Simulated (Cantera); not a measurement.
A perfectly stirred reactor is fed with 12.8 % H2, 11.6 % O2, 75.6 % N2, equivalence ratio 0.55, at 55000 Pa; it is held at 1400 K, and followed from long to short residence time.

Computed with Cantera and the H2/O2 subset of GRI-Mech 3.0, which has no nitrogen chemistry. The temperature is held fixed by assumption; the heat of reaction is taken as removed at once.

**Question.** Predict: x(H2) at τ = 1.00 s; x(O2) at τ = 1.00 s; x(H2O) at τ = 1.00 s; x(HO2) at τ = 1.00 s; x(H2O2) at τ = 1.00 s; x(H2) at τ = 37.0 ms; x(O2) at τ = 37.0 ms; x(H2O) at τ = 37.0 ms; x(HO2) at τ = 37.0 ms; x(H2O2) at τ = 37.0 ms.

**Answer.** 
```
Quantity                  Result
----------------------  --------
x(H2) at τ = 1.00 s      7.14e-5
x(O2) at τ = 1.00 s       0.0558
x(H2O) at τ = 1.00 s       0.136
x(HO2) at τ = 1.00 s     1.45e-6
x(H2O2) at τ = 1.00 s    1.36e-7
x(H2) at τ = 37.0 ms    0.000631
x(O2) at τ = 37.0 ms      0.0558
x(H2O) at τ = 37.0 ms      0.135
x(HO2) at τ = 37.0 ms    7.87e-6
x(H2O2) at τ = 37.0 ms   5.56e-7
```
